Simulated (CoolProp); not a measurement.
200 sccm (0 °C, 1 atm) of nitrogen bubbles through liquid dimethyl carbonate at 332.1 K and leaves saturated at a total pressure of 0.107 MPa (ideal gas phase). Each further row changes one setting.

Model: reference Helmholtz-energy equation of state, Zhou 2011, in CoolProp.

```
case                      vapour pressure (kPa)  mole fraction of vapour  delivery (mg/min)  delivery (sccm)  change of delivery for a bath 1 K warmer (%)
------------------------  ---------------------  -----------------------  -----------------  ---------------  --------------------------------------------
as stated                                  33.5                      [?]                367             91.3                                           6.0
bath temperature 337.1 K                   40.7                      [?]                494              123                                           6.4
total pressure 0.214 MPa                   33.5                      [?]                [?]              [?]                                           4.8
```

### Question
Fill in the missing entries.

### Answer

- as stated, mole fraction of vapour: 0.313
- bath temperature 337.1 K, mole fraction of vapour: 0.381
- total pressure 0.214 MPa, mole fraction of vapour: 0.157
- total pressure 0.214 MPa, delivery (mg/min): 149
- total pressure 0.214 MPa, delivery (sccm): 37.2
